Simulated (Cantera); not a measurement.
An adiabatic, constant-pressure homogeneous reactor starts with 6.17 % CH4, 12.3 % O2, 81.5 % N2, at 1475 K and 11.0 bar.

Cantera simulation using GRI-Mech 3.0 (53 species, 325 reactions); the numbers are that mechanism's predictions, not measurements.

Question: Predict: time of steepest temperature rise; temperature at 1.00 s; equilibrium temperature; x(O2) at 1.00 s; x(NO2) at 1.00 s; x(CO2) at 1.00 s.

Answer: 
```json
{
 "time_of_steepest_temperature_rise": "0.381 ms",
 "temperature at 1.00 s": "2586 K",
 "equilibrium_temperature": "2586 K",
 "x(O2) at 1.00 s": "0.00500 (gas-phase equilibrium 0.00500)",
 "x(NO2) at 1.00 s": "1.73e-6 (gas-phase equilibrium 1.73e-6)",
 "x(CO2) at 1.00 s": "0.0491 (gas-phase equilibrium 0.0491)"
}
```
